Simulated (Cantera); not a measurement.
A perfectly stirred reactor is fed with H2 : O2 : N2 = 1.2 : 1 : 0.55 (molar parts), equivalence ratio 0.60, at 100.0 Torr; it is held at 1125 K, and followed from long to short residence time.

Cantera simulation using the H2/O2 subset of GRI-Mech 3.0, which has no nitrogen chemistry; the numbers are that mechanism's predictions, not measurements. The temperature is held fixed by assumption; the heat of reaction is taken as removed at once.

x: mole fraction; the columns are a selection and need not sum to one.

```
τ (s)        x H2   x O2   x H2O2       x O      x OH    x HO2       x H
-------  --------  -----  -------  --------  --------  -------  --------
0.65     0.000977  0.186  2.50e-6  0.000102  0.000423  2.15e-5   3.49e-5
0.32      0.00155  0.186  3.20e-6  0.000167  0.000540  2.88e-5   7.09e-5
0.16      0.00240  0.187  3.95e-6  0.000271  0.000691  3.68e-5  0.000142
0.081     0.00366  0.187  4.71e-6  0.000432  0.000887  4.48e-5  0.000279
0.041           ?  0.188        ?         ?         ?        ?         ?
0.020     0.00844  0.188  6.11e-6   0.00109   0.00151  5.99e-5   0.00111
0.010      0.0126  0.190  6.65e-6   0.00168   0.00197  6.59e-5   0.00219
0.0051     0.0184  0.192  7.00e-6   0.00255   0.00256  7.05e-5   0.00419
0.0026          ?  0.194  7.15e-6         ?         ?  7.38e-5         ?
0.0013     0.0388  0.199  7.02e-6   0.00568   0.00428  7.58e-5    0.0149
0.00065    0.0557  0.205  6.58e-6   0.00830   0.00542  7.60e-5    0.0270
```

Q: Complete the blanks.

A: 
- 0.041, x H2: 0.00552
- 0.041, x H2O2: 5.43e-6
- 0.041, x O: 0.000681
- 0.041, x OH: 0.00115
- 0.041, x HO2: 5.25e-5
- 0.041, x H: 0.000548
- 0.0026, x H2: 0.0267
- 0.0026, x O: 0.00381
- 0.0026, x OH: 0.00332
- 0.0026, x H: 0.00791
